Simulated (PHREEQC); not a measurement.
PHREEQC input (ion-association model, phreeqc.dat):

```
SOLUTION_SPECIES
  SO4-2 + 9 H+ + 8 e- = HS- + 4 H2O  # shut off: sulfate is not reduced
    -log_k -100
    -delta_h 0
    -analytic -100
SOLUTION 1
  temp 25
  units mol/kgw
  pH 7 charge
  K 0.032
  S(6) 0.048
  Na 0.096
END
SELECTED_OUTPUT 1
  -reset false
  -pH true
  -pe true
  -ionic_strength true
  -water true
  -totals K Na S S(-2) S(6) Ntg
  -molalities H+ Na+ K+ SO4-2 OH- HSO4- S-2 HS- H2S NaOH
    NaSO4- KSO4-
USER_PUNCH 1
  -headings p_Ntg(g) phi_Ntg(g) p_H2O(g) phi_H2O(g) density
  10 PUNCH PR_P("Ntg(g)"), PR_PHI("Ntg(g)"), PR_P("H2O(g)"), PR_PHI("H2O(g)"), RHO
PRINT
  -reset false
USE solution 1
REACTION_TEMPERATURE 1
  50
GAS_PHASE 1
  -fixed_pressure
  -pressure 2
  -temperature 50
  -volume 20
  Ntg(g) 2
  H2O(g) 0
END
# ... the last block is repeated for the other 12 points of P (atm)
```

Selected output (columns that matter, 13 of 13 rows; P (atm) added in front):

```
P (atm)	pH	mu	K	Na	S	Ntg	m_H+	m_Na+	m_K+	p_Ntg(g)	phi_Ntg(g)	p_H2O(g)	phi_H2O(g)	density
2	11.624	0.15732	0.032057	0.09617	0.048085	0.00093159	2.973e-12	0.090058	0.028674	1.8781	0.99962	0.12186	0.99333	0.99554
5	11.623	0.15731	0.032055	0.096165	0.048082	0.0024094	2.98e-12	0.090051	0.028675	4.8771	0.99891	0.12289	0.98703	0.99567
10	11.621	0.15731	0.032055	0.096165	0.048083	0.0048467	2.9915e-12	0.090048	0.028678	9.8754	0.99785	0.1246	0.97676	0.99588
20	11.618	0.15732	0.032056	0.096169	0.048084	0.0096274	3.0145e-12	0.090044	0.028685	19.872	0.99596	0.12806	0.95689	0.99631
30	11.614	0.15732	0.032058	0.096173	0.048087	0.014288	3.0377e-12	0.09004	0.028692	29.868	0.99435	0.13154	0.93786	0.99674
40	11.611	0.15732	0.032059	0.096178	0.048089	0.018836	3.0611e-12	0.090035	0.028699	39.865	0.99302	0.13506	0.91965	0.99717
50	11.607	0.15732	0.032061	0.096182	0.048091	0.023275	3.0847e-12	0.090031	0.028707	49.861	0.99194	0.1386	0.90223	0.9976
75	11.599	0.15733	0.032065	0.096194	0.048097	0.033935	3.1446e-12	0.090019	0.028725	74.852	0.99038	0.14755	0.86201	0.99867
100	11.591	0.15732	0.032068	0.096204	0.048102	0.04403	3.2057e-12	0.090005	0.028742	99.843	0.99032	0.15656	0.8262	0.99973
150	11.573	0.15731	0.032075	0.096224	0.048112	0.062776	3.3319e-12	0.089972	0.028777	149.83	0.99435	0.1746	0.76626	1.0019
200	11.556	0.15728	0.03208	0.096241	0.04812	0.079935	3.4634e-12	0.08993	0.028809	199.81	1.0033	0.19234	0.71931	1.0039
300	11.522	0.15717	0.032089	0.096267	0.048133	0.11065	3.7432e-12	0.089824	0.02887	299.77	1.0337	0.22612	0.65412	1.0081
400	11.488	0.157	0.032094	0.096283	0.048142	0.13779	4.0466e-12	0.08969	0.028926	399.74	1.0781	0.257	0.615	1.0121
```

Constants without temperature data keep their 25 °C values here.
